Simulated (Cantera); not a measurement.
A perfectly stirred reactor is fed with 5.88 % NO, 94.1 % N2, at 101000 Pa; it is held at 1575 K, and followed from long to short residence time.

Model: GRI-Mech 3.0 (53 species, 325 reactions), integrated in Cantera.

Predict: x(NO) at τ = 28.0 s; x(N2O) at τ = 28.0 s; x(O) at τ = 28.0 s; x(O2) at τ = 28.0 s; x(N2) at τ = 28.0 s; x(NO) at τ = 0.170 s; x(N2O) at τ = 0.170 s; x(O) at τ = 0.170 s; x(O2) at τ = 0.170 s; x(N2) at τ = 0.170 s.


- x(NO) at τ = 28.0 s: 0.0547
- x(N2O) at τ = 28.0 s: 1.09e-6
- x(O) at τ = 28.0 s: 5.30e-7
- x(O2) at τ = 28.0 s: 0.00204
- x(N2) at τ = 28.0 s: 0.943
- x(NO) at τ = 0.170 s: 0.0588
- x(N2O) at τ = 0.170 s: 1.15e-6
- x(O) at τ = 0.170 s: 1.81e-7
- x(O2) at τ = 0.170 s: 8.84e-6
- x(N2) at τ = 0.170 s: 0.941
